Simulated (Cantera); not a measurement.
Input: 1 mol BF3, 5.2 mol H2O, held at 0.00150 bar.

Method: chemical equilibrium by Gibbs-energy minimisation in Cantera with the NASA 1993 tables (ideal gas, pure condensed phases). Candidate condensed phases: B, B2O3, B3O3H3, H2O; 43 gas species. Gases not in the tables: H3BO3. The numbers say what is thermodynamically allowed, not how fast it happens.

Q: At 1000 °C, list the 6 most abundant gas species with their mole fractions, and the condensed phases.

A: H2O 0.549, HF 0.320, BOF 0.0818, HBO2 0.0423, BF3 0.00585, B3O3F3 0.000801. Condensed: B2O3(l).
